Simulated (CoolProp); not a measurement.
Vapour-liquid equilibrium of ammonia (1) + benzene (2) at 312 K; x and y are mole fractions of (1).

Model: multi-fluid Helmholtz-energy mixture model, Gao 2020 and Thol 2012; pair parameters Bell 2016, in CoolProp.

```json
[
 {"x": "0.05", "bubble pressure, mixture model (bar)": "2.018", "bubble pressure, Raoult's law (bar)": "0.9737", "y, mixture model": "0.884", "y, Raoult's law": "0.773"},
 {"x": "0.125", "bubble pressure, mixture model (bar)": "4.488", "bubble pressure, Raoult's law (bar)": "2.085", "y, mixture model": "0.948", "y, Raoult's law": "0.902"},
 {"x": "0.2", "bubble pressure, mixture model (bar)": "6.557", "bubble pressure, Raoult's law (bar)": "3.197", "y, mixture model": "0.964", "y, Raoult's law": "0.942"},
 {"x": "0.275", "bubble pressure, mixture model (bar)": "8.159", "bubble pressure, Raoult's law (bar)": "4.309", "y, mixture model": "0.972", "y, Raoult's law": "0.961"},
 {"x": "0.35", "bubble pressure, mixture model (bar)": "9.323", "bubble pressure, Raoult's law (bar)": "5.421", "y, mixture model": "[?]", "y, Raoult's law": "0.972"},
 {"x": "0.425", "bubble pressure, mixture model (bar)": "[?]", "bubble pressure, Raoult's law (bar)": "6.532", "y, mixture model": "0.978", "y, Raoult's law": "0.980"},
 {"x": "0.5", "bubble pressure, mixture model (bar)": "10.71", "bubble pressure, Raoult's law (bar)": "7.644", "y, mixture model": "0.980", "y, Raoult's law": "0.985"},
 {"x": "0.575", "bubble pressure, mixture model (bar)": "[?]", "bubble pressure, Raoult's law (bar)": "8.756", "y, mixture model": "0.981", "y, Raoult's law": "0.989"},
 {"x": "0.65", "bubble pressure, mixture model (bar)": "11.56", "bubble pressure, Raoult's law (bar)": "9.867", "y, mixture model": "0.982", "y, Raoult's law": "0.992"},
 {"x": "0.725", "bubble pressure, mixture model (bar)": "12.02", "bubble pressure, Raoult's law (bar)": "10.98", "y, mixture model": "0.984", "y, Raoult's law": "0.994"},
 {"x": "0.8", "bubble pressure, mixture model (bar)": "12.60", "bubble pressure, Raoult's law (bar)": "12.09", "y, mixture model": "[?]", "y, Raoult's law": "0.996"},
 {"x": "0.875", "bubble pressure, mixture model (bar)": "13.34", "bubble pressure, Raoult's law (bar)": "13.20", "y, mixture model": "0.990", "y, Raoult's law": "0.998"},
 {"x": "0.95", "bubble pressure, mixture model (bar)": "14.29", "bubble pressure, Raoult's law (bar)": "14.31", "y, mixture model": "0.995", "y, Raoult's law": "0.999"}
]
```

Task: What belongs in the gaps?

Result: 
- 0.35, y, mixture model: 0.976
- 0.425, bubble pressure, mixture model (bar): 10.13
- 0.575, bubble pressure, mixture model (bar): 11.15
- 0.8, y, mixture model: 0.986

The largest gap from Raoult's law is +115.3 % in bubble pressure, at x = 0.125. No azeotrope shows between x = 0.05 and 0.95.

Pair parameters are fitted to limited data, so mixtures are less certain than the pure fluids. With so large a gap from Raoult's law the liquid may split in two, which this calculation doesn't test in full.
